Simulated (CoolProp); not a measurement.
Saturation properties of R1234ze(E) (Tc = 109.4 °C, pc = 3.635 MPa, ω = 0.313).

Values from CoolProp's reference Helmholtz-energy equation of state, Thol 2016.

```tsv
T (°C)	p (MPa)	surface tension (mN/m)	vapour viscosity (µPa s)
-59.55	0.01150	25.7	8.76
-49.45	0.02161	22.7	9.19
-39.35	0.03804	20.1	9.62
-29.35	0.06304	17.9	10.0
-19.25	0.1001	15.9	10.5
-9.25	0.1519	14.1	10.9
0.85	0.2234	12.5	11.3
10.85	0.3173	11.0	11.8
20.95	0.4402	9.49	12.2
30.95	0.5945	8.11	12.7
41.05	0.7886	6.79	13.2
51.15	1.027	5.53	13.8
61.15	1.312	4.34	14.4
71.25	1.657	3.21	15.2
```

It boils at -19.0 °C under 1 atm.

Viscosity comes from a separate model (Bell 2016), an estimate that may be off by 10 % or more. Surface tension comes from a separate correlation (Mulero 2014).
